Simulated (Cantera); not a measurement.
Charge: 1 mol Ti(OiPr)4, 0.063 mol O2, held at 1777 °C and 75.0 Torr.

These are equilibrium values from Cantera (NASA tables, ideal gas, pure condensed phases), not measurements of a reactor. Candidate condensed phases: C, C6H6, C7H8, C8H18, H2O, Ti, TiC, TiO, TiO2, Ti2O3, Ti3O5, Ti4O7; 113 gas species. The feed counts by its element totals alone. TiC: taken at fixed stoichiometry. Equilibrium is a limit: real reactors are often held back by kinetics, nucleation or transport.

Base state: H2 0.766, CO 0.227, H 0.00628, C2H2 (acetylene) 0.000813, CH4 2.19e-5 (mole fractions); condensed: C(graphite) + TiC(s).

Task: What changes in the equilibrium state with this change: temperature from 1777 °C to 1900 °C?

Result: 
```json
[
 {"species": "H2", "before": "0.766", "after": "0.759"},
 {"species": "CO", "before": "0.227", "after": "0.226"},
 {"species": "H", "before": "0.00628", "after": "0.0133"},
 {"species": "C2H2 (acetylene)", "before": "0.000813", "after": "0.00167"},
 {"species": "CH4", "before": "2.19e-5", "after": "1.61e-5"},
 {"species": "C(graphite), mol", "before": "6.84", "after": "6.81"},
 {"species": "TiC(s), mol", "before": "1.00", "after": "1.000"}
]
```

Task: What changes in the equilibrium state with this change: O2 from 0.063 to 5.8 mol?

Result: 
```tsv
species	before	after
H2	0.766	0.475
CO	0.227	0.449
H2O	1.68e-6	0.0592
CO2	1.04e-7	0.0117
C2H2 (acetylene)	0.000813	<1e-9
OH	1.50e-9	6.73e-5
CH4	2.19e-5	<1e-9
H	0.00628	0.00495
C(graphite), mol	6.84	0
TiC(s), mol	1.00	0
Ti4O7(l), mol	0	0.250
```
Condensed phases not in the tables: Magnéli phases beyond Ti4O7.

Task: What changes in the equilibrium state with this change: pressure from 75.0 Torr to 3.45 Torr?

Result: 
```json
[
 {"species": "H2", "before": "0.766", "after": "0.746"},
 {"species": "CO", "before": "0.227", "after": "0.224"},
 {"species": "H", "before": "0.00628", "after": "0.0289"},
 {"species": "CH4", "before": "2.19e-5", "after": "9.55e-7"},
 {"species": "C2H2 (acetylene)", "before": "0.000813", "after": "0.000792"},
 {"species": "C(graphite), mol", "before": "6.84", "after": "6.84"},
 {"species": "TiC(s), mol", "before": "1.00", "after": "1.000"}
]
```
